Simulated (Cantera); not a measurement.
Adiabatic ignition

An adiabatic, constant-volume homogeneous reactor starts with CO : H2 : O2 : N2 = 1 : 0.83 : 1.79 : 6.75 (molar parts), equivalence ratio 0.51, at 1775 K and 2600000 Pa.

Model: GRI-Mech 3.0 (53 species, 325 reactions), integrated in Cantera. The hydrogen kinetics of GRI-Mech 3.0 are dated; newer H2 mechanisms differ, most at raised pressure. The pressure lies above the range GRI-Mech 3.0 was tuned for (to about 10 atm). Above 3000 K some thermodynamic fits are extrapolated.

```csv
t (s),T (K),P (bar),x CO,x H2,x O2,x H,x HO2,x NO
9.00e-6,3023,41.1,0.0164,0.00191,0.0912,0.00116,5.21e-5,0.00473
3.03e-5,3008,40.8,0.0161,0.00188,0.0869,0.00111,4.89e-5,0.0137
0.000102,2989,40.5,0.0156,0.00184,0.0816,0.00104,4.52e-5,0.0247
0.000343,2985,40.5,0.0155,0.00183,0.0804,0.00102,4.43e-5,0.0272
0.00116,2985,40.5,0.0155,0.00183,0.0804,0.00102,4.43e-5,0.0272
0.00389,2985,40.5,0.0155,0.00183,0.0804,0.00102,4.43e-5,0.0272
0.0131,2985,40.5,0.0155,0.00183,0.0804,0.00102,4.43e-5,0.0272
0.0441,2985,40.5,0.0155,0.00183,0.0804,0.00102,4.43e-5,0.0272
0.149,2985,40.5,0.0155,0.00183,0.0804,0.00102,4.43e-5,0.0272
0.500,2985,40.5,0.0155,0.00183,0.0804,0.00102,4.43e-5,0.0272
```
x: mole fraction; the columns are a selection and need not sum to one.

The time of steepest temperature rise is 0.393 µs and the temperature at 0.500 s is 2985 K. The equilibrium temperature is 2985 K, the x(CO) at 0.500 s is 0.0155 (gas-phase equilibrium 0.0155) and the x(H2) at 0.500 s comes out as 0.00183 (gas-phase equilibrium 0.00183). The x(O2) at 0.500 s is 0.0804 (gas-phase equilibrium 0.0804).
